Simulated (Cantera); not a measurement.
What does this Cantera script print?

```python
import numpy as np
import cantera as ct

gas_names = """
    H HO2 H2 H2O H2O2 O OH O2 O3 Si SiH SiH2 SiH3 SiH4 SiO SiO2 Si2 Si3
""".split()
cond_names = """
    H2O(s) H2O(L) Si(cr) Si(L) SiO2(Lqz) SiO2(hqz) SiO2(L)
""".split()


# ... load() reads the species with a 1 bar reference pressure and builds the phases ...
atoms = {
    'Si': {'Si': 1},
    'O2': {'O': 2},
    'H2': {'H': 2},
}
top_T = {}  # K; cautious upper limits of use, not melting points


# ... equilibrate(T, P, feed) seeds the gas with the atoms and calls Mixture.equilibrate('TP', solver="vcs", rtol=1e-11, max_steps=5000) ...
results = []
feed = {'Si': 1, 'O2': 0.42, 'H2': 11}  # mol
T = 748.15  # K
P = 101325  # Pa
mix = equilibrate(T, P, feed)
results.append((T, P, feed, dict(zip(mix.species_names, mix.species_moles))))
print(gas.report(threshold=1e-05))
for i in range(1, mix.n_phases):
    print(f"{mix.phase(i).name:16s} {mix.phase_moles(i):12.5e} mol")
```

Result:

```
       temperature   748.15 K
          pressure   1.0132e+05 Pa
           density   0.032839 kg/m^3
  mean mol. weight   2.016 kg/kmol
   phase of matter   gas

                          1 kg             1 kmol
                     ---------------   ---------------
          enthalpy        6.5309e+06        1.3166e+07  J
   internal energy        3.4454e+06        6.9459e+06  J
           entropy             78109        1.5747e+05  J/K
    Gibbs function       -5.1906e+07       -1.0464e+08  J
 heat capacity c_p             14611             29455  J/K
 heat capacity c_v             10486             21141  J/K

                      mass frac. Y      mole frac. X     chem. pot. / RT
                     ---------------   ---------------   ---------------
                H2                 1                 1           -16.822
     [  +17 minor]        2.5571e-06        1.6051e-07

Si(cr)            5.79998e-01 mol
SiO2(Lqz)         4.20000e-01 mol
```

Method: chemical equilibrium by Gibbs-energy minimisation in Cantera with the NASA 1993 tables (ideal gas, pure condensed phases).
